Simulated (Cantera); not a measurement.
Source: NASA polynomial tables (part measured, part estimated), evaluated in Cantera. Values are per mole of reaction as written; species without (g) are pure solids or liquids, kept so even where they would boil at 1 bar.

Task: Between 300 and 748 K, where is each reaction favourable under standard conditions?
- 2 NO2(g) + 5 Cu + 3 CuF2 = 4 Cu2O + 2 NF3(g)

Result: 
- 2 NO2(g) + 5 Cu + 3 CuF2 = 4 Cu2O + 2 NF3(g): ΔG° is 598 kJ at 300 K and 600 kJ at 748 K; it stays positive (K < 1). ΔH° is 588 kJ and ΔS° -16 J/K at 748 K.
